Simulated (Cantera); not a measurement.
## FeCl3 + H2 + N2 (halide evaporation, hydrolysis and transport)

Feed: 1 mol FeCl3, 1.9 mol H2, 0.48 mol N2, held at 0.340 Pa.

These are equilibrium values from Cantera (NASA tables, ideal gas, pure condensed phases), not measurements of a reactor. Candidate condensed phases: Fe, FeCl2, FeCl3, NH4Cl; 18 gas species. Equilibrium is a limit: real reactors are often held back by kinetics, nucleation or transport.

| T (°C) | x HCl | x H2 | x FeCl2 | x N2 | n Fe(α) | n Fe(γ) |
|---|---|---|---|---|---|---|
| 825 | 0.425 | 0.277 | 0.174 | 0.124 | 0.325 | 0 |
| 850 | 0.415 | 0.282 | 0.179 | 0.124 | 0.306 | 0 |
| 875 | 0.406 | 0.287 | 0.183 | 0.124 | 0.288 | 0 |
| 900 | 0.398 | 0.291 | 0.188 | 0.124 | 0.271 | 0 |
| 925 | 0.389 | 0.295 | 0.192 | 0.124 | 0 | 0.256 |
| 950 | 0.382 | 0.299 | 0.196 | 0.124 | 0 | 0.241 |
| 975 | 0.374 | 0.302 | 0.199 | 0.124 | 0 | 0.226 |
| 1000 | 0.367 | 0.306 | 0.203 | 0.124 | 0 | 0.213 |
| 1025 | 0.361 | 0.309 | 0.206 | 0.124 | 0 | 0.199 |
| 1050 | 0.354 | 0.312 | 0.209 | 0.124 | 0 | 0.186 |
| 1075 | 0.348 | 0.315 | 0.212 | 0.123 | 0 | 0.172 |
| 1100 | 0.341 | 0.317 | 0.214 | 0.123 | 0 | 0.157 |
| 1125 | 0.335 | 0.319 | 0.216 | 0.123 | 0 | 0.139 |
x: gas mole fraction; n: condensed amount in mol.

From 825 °C to 900 °C the condensed part is Fe(α). From 925 °C to 1125 °C the condensed part is Fe(γ). The main Fe-bearing gas is FeCl2 throughout. The share of Fe in condensed phases is highest at 825 °C (32.5 %) and lowest at 1125 °C (13.9 %).
